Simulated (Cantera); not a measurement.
Feed: 1 mol Cu, a varied amount of O₂, 2.1 mol CO, at 825 K and 24.0 bar.

Method: chemical equilibrium by Gibbs-energy minimisation in Cantera with the NASA 1993 tables (ideal gas, pure condensed phases). Candidate condensed phases: C, Cu, CuO, Cu₂O; 15 gas species. Rates play no part.

Task: Which condensed phases are stable at each of these points (n(O₂) (mol)): 0.087, 0.11, 0.15, 0.2, 0.26, 0.34, 0.44, 0.58, 0.76, 0.99, 1.3?

Result: 
```
n(O₂) (mol)     condensed phases  Cu condensed (%)
-----------  -------------------  ----------------
0.087        C(graphite) + Cu(s)             100.0
0.11         C(graphite) + Cu(s)             100.0
0.15         C(graphite) + Cu(s)             100.0
0.2          C(graphite) + Cu(s)             100.0
0.26         C(graphite) + Cu(s)             100.0
0.34         C(graphite) + Cu(s)             100.0
0.44         C(graphite) + Cu(s)             100.0
0.58         C(graphite) + Cu(s)             100.0
0.76         C(graphite) + Cu(s)             100.0
0.99         C(graphite) + Cu(s)             100.0
1.3                      Cu₂O(s)             100.0
```

From 0.087 mol O₂ to 0.99 mol O₂ the condensed part is C(graphite) + Cu(s). At 1.3 mol O₂ the condensed part is Cu₂O(s).
